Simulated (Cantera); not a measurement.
A closed system holds: 1 mol V₂O₃, 1.4 mol H₂, 0.9 mol N₂, at 527 °C.

These are equilibrium values from Cantera (NASA tables, ideal gas, pure condensed phases), not measurements of a reactor. Candidate condensed phases: H₂O, V, VN, VO, V₂O₃, V₂O₄, V₂O₅; 28 gas species. VN: taken at fixed stoichiometry. Condensed phases not in the tables: the oxides between V₂O₃ and V₂O₅ other than VO₂, V₂N. Equilibrium is a limit: real reactors are often held back by kinetics, nucleation or transport.

x: gas mole fraction; n: condensed amount in mol.

```tsv
P (Pa)	x H₂	x N₂	x NH₃	x H₂O	n V₂O₃(s)	n VN(s)
10	0.609	0.391	8.88e-8	0.000112	1.000	[?]
100	0.609	0.391	8.88e-7	0.000241	1.000	[?]
1000	0.608	0.391	8.87e-6	0.000518	1.000	[?]
10000	0.608	0.391	8.86e-5	0.00112	0.999	[?]
100000	0.606	0.391	0.000882	0.00240	0.998	[?]
1000000	0.597	0.389	0.00860	0.00508	0.996	[?]
```

### Question
Complete the blanks.

### Answer

- 10, n VN(s): 0
- 100, n VN(s): 0.000369
- 1000, n VN(s): 0.000795
- 10000, n VN(s): 0.00171
- 100000, n VN(s): 0.00367
- 1000000, n VN(s): 0.00771
